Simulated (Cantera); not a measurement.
A Cantera script and what it prints.

```python
import numpy as np
import cantera as ct

gas_names = """
    CL CLO CL2 N NO NO2 NO3 N2 N2O O O2 O3 Si SiCL SiCL2 SiCL3 SiCL4 SiN SiO SiO2 Si2 Si2N Si3
""".split()
cond_names = """
    Si(cr) Si(L) SiO2(Lqz) SiO2(hqz) SiO2(L) Si2N2O(s) Si3N4(a)
""".split()


# ... load() reads the species with a 1 bar reference pressure and builds the phases ...
atoms = {
    'SiCl4': {'Si': 1, 'CL': 4},
    'NO': {'N': 1, 'O': 1},
}
top_T = {'Si2N2O(s)': 2100, 'Si3N4(a)': 2400}  # K; cautious upper limits of use, not melting points


# ... equilibrate(T, P, feed) seeds the gas with the atoms and calls Mixture.equilibrate('TP', solver="vcs", rtol=1e-11, max_steps=5000) ...
results = []
T = 1200  # K
P = 2600  # Pa
for m in [0.6, 0.88, 1.3, 1.9, 2.7, 4, 5.9, 8.6, 13, 18, 27]:
    feed = {'SiCl4': 1, 'NO': m}  # mol
    mix = equilibrate(T, P, feed)
    results.append((T, P, feed, dict(zip(mix.species_names, mix.species_moles))))
    x = sorted(zip(gas.X, gas.species_names), reverse=True)
    print(f"T = {T:g} K  P = {P:g} Pa  n(NO) = {m:g} mol  gas = {mix.phase_moles(0):.4g} mol")
    print("   x: " + "  ".join(f"{s} {v:.3e}" for v, s in x if v > 0.0001))
    print("   condensed (mol): " + ("  ".join(f"{mix.phase(i).name} {mix.phase_moles(i):.4g}"
          for i in range(1, mix.n_phases) if mix.phase_moles(i) > 1e-12) or "none"))
```

Result:

```
T = 1200 K  P = 2600 Pa  n(NO) = 0.6 mol  gas = 1.614 mol
   x: SiCL4 4.336e-01  CL2 3.629e-01  N2 1.858e-01  CL 1.766e-02
   condensed (mol): SiO2(hqz) 0.3
T = 1200 K  P = 2600 Pa  n(NO) = 0.88 mol  gas = 1.899 mol
   x: CL2 4.536e-01  SiCL4 2.949e-01  N2 2.317e-01  CL 1.974e-02
   condensed (mol): SiO2(hqz) 0.44
T = 1200 K  P = 2600 Pa  n(NO) = 1.3 mol  gas = 2.325 mol
   x: CL2 5.482e-01  N2 2.795e-01  SiCL4 1.505e-01  CL 2.170e-02
   condensed (mol): SiO2(hqz) 0.65
T = 1200 K  P = 2600 Pa  n(NO) = 1.9 mol  gas = 2.934 mol
   x: CL2 6.358e-01  N2 3.238e-01  CL 2.337e-02  SiCL4 1.704e-02
   condensed (mol): SiO2(hqz) 0.95
T = 1200 K  P = 2600 Pa  n(NO) = 2.7 mol  gas = 3.74 mol
   x: CL2 5.242e-01  N2 3.609e-01  O2 9.353e-02  CL 2.122e-02
   condensed (mol): SiO2(hqz) 1
T = 1200 K  P = 2600 Pa  n(NO) = 4 mol  gas = 5.046 mol
   x: N2 3.963e-01  CL2 3.872e-01  O2 1.981e-01  CL 1.824e-02  NO 1.347e-04
   condensed (mol): SiO2(hqz) 1
T = 1200 K  P = 2600 Pa  n(NO) = 5.9 mol  gas = 6.954 mol
   x: N2 4.241e-01  O2 2.803e-01  CL2 2.798e-01  CL 1.550e-02  NO 1.658e-04
   condensed (mol): SiO2(hqz) 1
T = 1200 K  P = 2600 Pa  n(NO) = 8.6 mol  gas = 9.663 mol
   x: N2 4.449e-01  O2 3.414e-01  CL2 2.004e-01  CL 1.312e-02  NO 1.874e-04
   condensed (mol): SiO2(hqz) 1
T = 1200 K  P = 2600 Pa  n(NO) = 13 mol  gas = 14.08 mol
   x: N2 4.617e-01  O2 3.906e-01  CL2 1.366e-01  CL 1.083e-02  NO 2.042e-04
   condensed (mol): SiO2(hqz) 1
T = 1200 K  P = 2600 Pa  n(NO) = 18 mol  gas = 19.09 mol
   x: N2 4.714e-01  O2 4.190e-01  CL2 1.001e-01  CL 9.274e-03  NO 2.136e-04
   condensed (mol): SiO2(hqz) 1
T = 1200 K  P = 2600 Pa  n(NO) = 27 mol  gas = 28.11 mol
   x: N2 4.802e-01  O2 4.446e-01  CL2 6.734e-02  CL 7.606e-03  NO 2.221e-04
   condensed (mol): SiO2(hqz) 1
```

Method: chemical equilibrium by Gibbs-energy minimisation in Cantera with the NASA 1993 tables (ideal gas, pure condensed phases). The tables hold silica as quartz up to 1696 K and as liquid above; real silica turns to tridymite and cristobalite and melts near 1996 K.
